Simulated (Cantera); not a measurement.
Input: 1 mol SiC, 0.23 mol C, 0.036 mol H2, held at 2575 °C and 13300 Pa.

Cantera equilibrium calculation (NASA polynomials, part measured and part estimated; ideal gas, pure solids and liquids). Candidate condensed phases: C, C6H6, C7H8, C8H18, Si, SiC; 87 gas species. Gases not in the tables: Si2H6 and higher silanes. Equilibrium is a limit: real reactors are often held back by kinetics, nucleation or transport.

Base state: H2 0.459, H 0.179, Si 0.171, SiC2 0.106, Si2C 0.0531, C2H2 (acetylene) 0.0179, SiH 0.00701, Si2 0.00349 (mole fractions); condensed: C(graphite) + SiC(s).

Question: What changes in the equilibrium state with this change: pressure from 13300 Pa to 4.10 Pa?

Answer: 
```tsv
species	before	after
Si	0.171	0.566
C3	0.000424	0.148
C	8.29e-5	0.128
H2	0.459	9.47e-6
C2H2 (acetylene)	0.0179	8.36e-8
C2	4.18e-5	0.0307
Si2C	0.0531	8.51e-5
H	0.179	0.0465
SiC2	0.106	0.0791
SiH2	0.000689	<1e-9
C4H2	0.000292	<1e-9
Si3	0.000262	<1e-9
C2H2 (vinylidene)	3.91e-5	<1e-9
C(graphite), mol	0.236	0
SiC(s), mol	0.975	0
```
